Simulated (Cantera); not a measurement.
Abatement and gas-phase synthesis: N₂O + H₂O + H₂

Charge: 1 mol N₂O, 0.4 mol H₂O, 0.25 mol H₂, held at 1 atm.

Equilibrium computed with Cantera from the NASA thermochemical tables; the gas is ideal and each condensed phase is pure. Candidate condensed phases: H₂O; 47 gas species. Ions and electrons are included (thermal ionisation). Rates play no part.

From 2500 K to 5000 K nothing is condensed.

```
T (K)  log p N₂  log p O  log p H  log p H₂O  log p O₂  log p OH  log p H₂  log p NO  log p N
-----  --------  -------  -------  ---------  --------  --------  --------  --------  -------
2500      -0.31    -2.22    -2.78      -0.52     -0.77     -1.62     -2.36     -1.79    -6.69
2750      -0.33    -1.75    -2.12      -0.56     -0.80     -1.34     -1.91     -1.64    -5.78
3000      -0.35    -1.37    -1.59      -0.65     -0.85     -1.14     -1.57     -1.53    -5.03
3250      -0.38    -1.07    -1.17      -0.81     -0.93     -1.03     -1.35     -1.47    -4.40
3500      -0.43    -0.83    -0.87      -1.08     -1.05     -1.01     -1.28     -1.44    -3.87
3750      -0.48    -0.66    -0.67      -1.48     -1.22     -1.09     -1.34     -1.47    -3.41
4000      -0.52    -0.56    -0.56      -2.00     -1.46     -1.27     -1.52     -1.53    -3.01
4250      -0.55    -0.50    -0.50      -2.57     -1.73     -1.50     -1.77     -1.61    -2.65
4500      -0.56    -0.46    -0.48      -3.15     -2.02     -1.76     -2.03     -1.70    -2.33
4750      -0.57    -0.45    -0.46      -3.71     -2.30     -2.01     -2.29     -1.79    -2.03
5000      -0.58    -0.44    -0.46      -4.23     -2.57     -2.25     -2.53     -1.88    -1.77
```
log p: log10 of the partial pressure in bar; nothing condenses.
